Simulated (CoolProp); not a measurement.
Octamethylcyclotetrasiloxane (D4) along the isobar 4.05 MPa: fugacity coefficient from the reference equation and from simpler models built on Tc = 586.5 K, pc = 1.347 MPa, ω = 0.598; each cubic takes its own stable root.

Model: reference Helmholtz-energy equation of state, Thol 2015, in CoolProp.

| T (K) | phase | reference |
|---|---|---|
| 363.3 | liquid | 0.002207 |
| 370.3 | liquid | 0.002964 |
| 377.3 | liquid | 0.003921 |
| 384.3 | liquid | 0.005115 |
| 391.3 | liquid | 0.006584 |
| 398.3 | liquid | 0.008371 |
| 405.3 | liquid | 0.01052 |
| 412.2 | liquid | 0.01303 |
| 419.2 | liquid | 0.01603 |
| 426.2 | liquid | 0.01953 |
| 433.2 | liquid | 0.02357 |
| 440.2 | liquid | 0.02820 |
| 447.2 | liquid | 0.03346 |
| 454.2 | liquid | 0.03939 |

**Question.** How far does each simpler model (van der Waals, Redlich-Kwong, Soave-Redlich-Kwong, Peng-Robinson) lie from the reference over these 14 states: mean and median of the absolute difference, and the worst?

**Answer.** 
- van der Waals: mean 1115.4 %, median 845.7 %, worst +2900.5 % at 363.3 K and 4.05 MPa
- Redlich-Kwong: mean 297.7 %, median 260.4 %, worst +600.0 % at 363.3 K and 4.05 MPa
- Soave-Redlich-Kwong: mean 5.0 %, median 4.7 %, worst +6.8 % at 363.3 K and 4.05 MPa
- Peng-Robinson: mean 2.3 %, median 1.3 %, worst +7.4 % at 363.3 K and 4.05 MPa
